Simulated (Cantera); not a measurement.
A closed system holds: 1 mol AlN, 30 mol HCl, held at 525 Torr.

Cantera equilibrium calculation (NASA polynomials, part measured and part estimated; ideal gas, pure solids and liquids). Candidate condensed phases: Al, AlCl3, AlN, NH4Cl; 20 gas species. Rates play no part. All values below are at 1100 K.

Base state: HCl 0.900, H2 0.0500, AlCl3 0.0333, N2 0.0167, Al2Cl6 2.21e-5 (mole fractions); condensed: gas only.

**Question.** What changes in the equilibrium state with this change: HCl from 30 to 3 mol?

**Answer.** 
| species | before | after |
|---|---|---|
| H2 | 0.0500 | 0.433 |
| AlCl3 | 0.0333 | 0.285 |
| N2 | 0.0167 | 0.144 |
| HCl | 0.900 | 0.136 |
| NH3 | 3.21e-7 | 2.41e-5 |
| Al2Cl6 | 2.21e-5 | 0.00163 |
| AlN(s), mol | 0 | 0.136 |
